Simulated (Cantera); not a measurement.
A perfectly stirred reactor is fed with CO : H2 : O2 : N2 = 1 : 0.12 : 0.622 : 2.34 (molar parts), at 9000 Torr; it is adiabatic with a 350 K inlet, and is followed from long to short residence time, starting on the burning branch (τ in s: 0.022, 0.012, 0.0068, 0.0037, 0.002, 0.0011, 0.00062, 0.00034, 0.00019, 0.0001, 5.7e-05).

Computed with Cantera and GRI-Mech 3.0 (53 species, 325 reactions). The hydrogen kinetics of GRI-Mech 3.0 are dated; newer H2 mechanisms differ, most at raised pressure. The pressure lies above the range GRI-Mech 3.0 was tuned for (to about 10 atm).

### Question
Predict: blow-out, bracketed by the residence times tried; x(CO) at τ = 22.0 ms; x(H2) at τ = 22.0 ms; x(O2) at τ = 22.0 ms; x(NO) at τ = 22.0 ms; x(H2O) at τ = 22.0 ms; x(CO) at τ = 1.10 ms; x(H2) at τ = 1.10 ms; x(O2) at τ = 1.10 ms; x(NO) at τ = 1.10 ms; x(H2O) at τ = 1.10 ms.

### Answer
- blow-out, bracketed by the residence times tried: burning at 57.0 µs, the shortest tried
- x(CO) at τ = 22.0 ms: 0.0144
- x(H2) at τ = 22.0 ms: 0.000291
- x(O2) at τ = 22.0 ms: 0.0218
- x(NO) at τ = 22.0 ms: 0.00451
- x(H2O) at τ = 22.0 ms: 0.0324
- x(CO) at τ = 1.10 ms: 0.0258
- x(H2) at τ = 1.10 ms: 0.000523
- x(O2) at τ = 1.10 ms: 0.0288
- x(NO) at τ = 1.10 ms: 0.00109
- x(H2O) at τ = 1.10 ms: 0.0315
